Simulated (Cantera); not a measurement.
Transport properties of process gases

Gas mixture: C2H4 : CO2 : C3H8 = 0.97 : 0.82 : 0.43 (molar parts), at 1.40 bar, frozen composition.

Cantera's kinetic-theory transport with the Lennard-Jones parameters of GRI-Mech 3.0, ideal gas; thermal conductivity in the multicomponent form. The composition is frozen, though it would react at the higher temperatures.

| T (K) | ρ (kg/m³) | cp (J/kg/K) | μ (µPa s) | λ (mW/m/K) | Pr | D (cm²/s) OH | D (cm²/s) C2H2 | D (cm²/s) H |
|---|---|---|---|---|---|---|---|---|
| 400 | 1.56 | 1524 | 15.0 | 29.6 | 0.772 | 0.277 | 0.144 | 1.07 |
| 500 | 1.25 | 1767 | 18.3 | 41.7 | 0.773 | 0.411 | 0.218 | 1.61 |
| 600 | 1.04 | 1981 | 21.3 | 54.5 | 0.774 | 0.564 | 0.304 | 2.23 |
| 700 | 0.891 | 2162 | 24.1 | 67.3 | 0.774 | 0.735 | 0.400 | 2.92 |
| 800 | 0.780 | 2312 | 26.7 | 79.8 | 0.774 | 0.922 | 0.506 | 3.68 |
| 900 | 0.693 | 2440 | 29.2 | 92.0 | 0.774 | 1.13 | 0.622 | 4.51 |
| 1000 | 0.624 | 2564 | 31.5 | 105 | 0.773 | 1.35 | 0.746 | 5.40 |
| 1100 | 0.567 | 2659 | 33.8 | 116 | 0.772 | 1.58 | 0.878 | 6.35 |
D: mixture-averaged diffusion coefficient of that species in the mixture.
